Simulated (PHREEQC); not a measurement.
Solution (25 °C): 0.0066 mol NaOH, 1.1e-05 mol CO2 and 0.26 mol Na2CO3 per kg of water. Closed to the air; pH follows from the charge balance.

Equilibrium calculation in PHREEQC: ion-association model, wateq4f.dat.

Precipitation was switched off in this run.

Task: What pH, ionic strength does the model give?

Result: pH 11.72; ionic strength 0.464 mol/kgw.

Task: In which forms is C present?

Result: NaCO3- 62 %, CO3-2 38 %, HCO3- 0.5 % of the C.

Species that the database lacks are ignored.
